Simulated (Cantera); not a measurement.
**Tantalum, niobium, vanadium and zirconium in process gases: V + N2O**

Charge: 1 mol V, 5.9 mol N2O, held at 2.70e-5 bar.

These are equilibrium values from Cantera (NASA tables, ideal gas, pure condensed phases), not measurements of a reactor. Candidate condensed phases: V, VN, VO, V2O3, V2O4, V2O5; 13 gas species. Condensed phases not in the tables: the oxides between V2O3 and V2O5 other than VO2. Gases not in the tables: V4O10. Equilibrium is a limit: real reactors are often held back by kinetics, nucleation or transport.

From 750 K to 850 K the condensed part is V2O5(s). From 950 K to 1650 K the condensed part is V2O4(s).

```json
[
 {"T (K)": "750", "log p N2": "-4.68", "log p O2": "-5.22", "log p VO2": "<-16", "log p O": "<-16", "log p NO": "-10.65", "log p VO": "<-16", "log p NO2": "-13.18", "n V2O5(s)": "0.500", "n V2O4(s)": "0"},
 {"T (K)": "850", "log p N2": "-4.68", "log p O2": "-5.22", "log p VO2": "<-16", "log p O": "-14.74", "log p NO": "-9.91", "log p VO": "<-16", "log p NO2": "-12.91", "n V2O5(s)": "0.500", "n V2O4(s)": "0"},
 {"T (K)": "950", "log p N2": "-4.69", "log p O2": "-5.17", "log p VO2": "-16.23", "log p O": "-13.08", "log p NO": "-9.30", "log p VO": "<-16", "log p NO2": "-12.65", "n V2O5(s)": "0", "n V2O4(s)": "0.500"},
 {"T (K)": "1050", "log p N2": "-4.69", "log p O2": "-5.17", "log p VO2": "-13.81", "log p O": "-11.76", "log p NO": "-8.82", "log p VO": "<-16", "log p NO2": "-12.48", "n V2O5(s)": "0", "n V2O4(s)": "0.500"},
 {"T (K)": "1150", "log p N2": "-4.69", "log p O2": "-5.17", "log p VO2": "-11.83", "log p O": "-10.67", "log p NO": "-8.42", "log p VO": "<-16", "log p NO2": "-12.33", "n V2O5(s)": "0", "n V2O4(s)": "0.500"},
 {"T (K)": "1250", "log p N2": "-4.69", "log p O2": "-5.17", "log p VO2": "-10.17", "log p O": "-9.75", "log p NO": "-8.09", "log p VO": "<-16", "log p NO2": "-12.21", "n V2O5(s)": "0", "n V2O4(s)": "0.500"},
 {"T (K)": "1350", "log p N2": "-4.69", "log p O2": "-5.17", "log p VO2": "-8.77", "log p O": "-8.96", "log p NO": "-7.81", "log p VO": "<-16", "log p NO2": "-12.11", "n V2O5(s)": "0", "n V2O4(s)": "0.500"},
 {"T (K)": "1450", "log p N2": "-4.69", "log p O2": "-5.18", "log p VO2": "-7.56", "log p O": "-8.28", "log p NO": "-7.57", "log p VO": "-14.43", "log p NO2": "-12.02", "n V2O5(s)": "0", "n V2O4(s)": "0.496"},
 {"T (K)": "1550", "log p N2": "-4.70", "log p O2": "-5.18", "log p VO2": "-6.52", "log p O": "-7.70", "log p NO": "-7.36", "log p VO": "-12.55", "log p NO2": "-11.94", "n V2O5(s)": "0", "n V2O4(s)": "0.456"},
 {"T (K)": "1650", "log p N2": "-4.73", "log p O2": "-5.22", "log p VO2": "-5.61", "log p O": "-7.20", "log p NO": "-7.21", "log p VO": "-10.89", "log p NO2": "-11.93", "n V2O5(s)": "0", "n V2O4(s)": "0.110"}
]
```
log p: log10 of the partial pressure in bar; n: condensed amount in mol.
